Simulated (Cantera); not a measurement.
Charge: 1 mol Si, 2.1 mol SF₆, 47 mol N₂, at 1600 K and 1.33 mbar.

Equilibrium computed with Cantera from the NASA thermochemical tables; the gas is ideal and each condensed phase is pure. Candidate condensed phases: S, Si, Si₃N₄; 29 gas species. The tables' values for SF₃, S₂F₂ (SSF₂) are old estimates; treat these amounts as uncertain. The numbers say what is thermodynamically allowed, not how fast it happens.

Base state: N₂ 0.863, F 0.0799, SF₂ 0.0359, SiF₄ 0.0184, SF₃ 0.00130, SF 0.000545, SF₄ 0.000349, S₂F₂ (SSF₂) 0.000222 (mole fractions); condensed: gas only.

### Question
What changes in the equilibrium state with this change: pressure from 1.33 mbar to 54.0 Pa?

### Answer
```
species    before     after
-------  --------  --------
N₂          0.863     0.861
F          0.0799    0.0832
SF₂        0.0359    0.0351
SiF₄       0.0184    0.0183
S₂        1.83e-5  0.000224
SF₄      0.000349   6.08e-5
```
